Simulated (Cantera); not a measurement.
Si₂Cl₆ + N₂ + NH₃ (silicon nitride deposition)

A closed system holds: 1 mol Si₂Cl₆, 91 mol N₂, 0.74 mol NH₃, at 36.0 Pa.

These are equilibrium values from Cantera (NASA tables, ideal gas, pure condensed phases), not measurements of a reactor. Candidate condensed phases: NH₄Cl, Si, Si₃N₄; 28 gas species. The feed counts by its element totals alone. The tables' values for SiCl₃, SiCl are old estimates; treat these amounts as uncertain. Equilibrium is a limit: real reactors are often held back by kinetics, nucleation or transport.

From 1025 °C to 1075 °C the condensed part is Si₃N₄(s). From 1100 °C to 1325 °C nothing is condensed. The main Si-bearing gas is SiCl₂ throughout.

| T (°C) | log p N₂ | log p HCl | log p SiCl₂ | log p SiCl₃ | n Si₃N₄(s) |
|---|---|---|---|---|---|
| 1025 | -3.46 | -5.12 | -5.29 | -6.13 | 0.0916 |
| 1050 | -3.46 | -5.13 | -5.22 | -6.22 | 0.0503 |
| 1075 | -3.46 | -5.15 | -5.17 | -6.34 | 0.0172 |
| 1100 | -3.46 | -5.16 | -5.15 | -6.44 | 0 |
| 1125 | -3.46 | -5.15 | -5.14 | -6.50 | 0 |
| 1150 | -3.46 | -5.15 | -5.14 | -6.56 | 0 |
| 1175 | -3.46 | -5.14 | -5.14 | -6.62 | 0 |
| 1200 | -3.46 | -5.14 | -5.14 | -6.69 | 0 |
| 1225 | -3.46 | -5.14 | -5.13 | -6.75 | 0 |
| 1250 | -3.46 | -5.14 | -5.13 | -6.82 | 0 |
| 1275 | -3.46 | -5.14 | -5.13 | -6.89 | 0 |
| 1300 | -3.46 | -5.15 | -5.13 | -6.96 | 0 |
| 1325 | -3.46 | -5.15 | -5.13 | -7.04 | 0 |
log p: log10 of the partial pressure in bar; n: condensed amount in mol.
